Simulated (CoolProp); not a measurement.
A simple Rankine cycle with water: condensing at 316.15 K, boiler at 5.6 MPa, turbine inlet 694.3 K, turbine efficiency 0.9, pump efficiency 0.6, no recuperator. Each further row changes one setting.

Model: reference Helmholtz-energy equation of state, Wagner 2002, in CoolProp.

| case | thermal efficiency (%) | net work (kJ/kg) | heat in (kJ/kg) | turbine exit temperature (K) | volume ratio over the turbine |
|---|---|---|---|---|---|
| as stated | … | 1020 | 3050 | 316.2 | 267 |
| turbine inlet 714.3 K | 33.8 | 1050 | 3100 | 316.2 | 260 |
| condensing temperature 308.15 K | … | 1070 | 3080 | 308.1 | 394 |
| boiler pressure 3.92 MPa | … | … | 3080 | 316.2 | 188 |
| turbine efficiency 0.8 | … | 908 | 3050 | 316.2 | 282 |

Q: Complete the blanks.

A: 
- as stated, thermal efficiency (%): 33.5
- condensing temperature 308.15 K, thermal efficiency (%): 34.6
- boiler pressure 3.92 MPa, thermal efficiency (%): 32.3
- boiler pressure 3.92 MPa, net work (kJ/kg): 994
- turbine efficiency 0.8, thermal efficiency (%): 29.8

The expansion ends wet for: as stated; turbine inlet 714.3 K; condensing temperature 308.15 K; boiler pressure 3.92 MPa; turbine efficiency 0.8.
